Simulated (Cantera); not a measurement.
CaO + HBr + O2 (oxide etching and cleaning by halides)

Feed: 1 mol CaO, 24 mol HBr, 10 mol O2, at 1330 Pa.

Cantera equilibrium calculation (NASA polynomials, part measured and part estimated; ideal gas, pure solids and liquids). Candidate condensed phases: Br2, Ca, CaBr2, CaO, Ca(OH)2, H2O; 19 gas species. The numbers say what is thermodynamically allowed, not how fast it happens.

```tsv
T (°C)	x Br	x H2O	x O2	x HBr	x Br2	x CaBr2
1077	0.333	0.292	0.152	0.0982	0.0968	0.0284
1127	0.376	0.281	0.149	0.1000	0.0658	0.0276
1177	0.409	0.275	0.146	0.0992	0.0433	0.0270
1227	0.433	0.271	0.144	0.0967	0.0280	0.0266
1277	0.450	0.269	0.142	0.0934	0.0181	0.0264
1327	0.463	0.269	0.140	0.0896	0.0118	0.0262
1377	0.472	0.269	0.138	0.0858	0.00775	0.0260
1427	0.479	0.270	0.137	0.0820	0.00520	0.0260
1477	0.484	0.270	0.136	0.0784	0.00354	0.0259
```
x: gas mole fraction; nothing condenses.

From 1077 °C to 1477 °C nothing is condensed. The main Ca-bearing gas is CaBr2 throughout.
